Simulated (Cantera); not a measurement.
A closed system holds: 1 mol Si, 1 mol N2O, 5.1 mol H2, equilibrated at 923.15 K and 1.00 bar.

Equilibrium computed with Cantera from the NASA thermochemical tables; the gas is ideal and each condensed phase is pure. Candidate condensed phases: H2O, Si, SiO2, Si2N2O, Si3N4; 35 gas species. The numbers say what is thermodynamically allowed, not how fast it happens.

Question: What is the equilibrium state?

Answer: 
| Item | Result |
|---|---|
| x(H2) | 0.884 |
| x(N2) | 0.115 |
| x(NH3) | 0.000285 |
| x(H2O) | 4.22e-5 |
| n(SiO2(β-quartz)) | 0.333 mol |
| n(Si2N2O(s)) | 0.333 mol |
| gas amount | 5.765 mol |
| log10 activity of Si(s) (absent) | -11.16 |
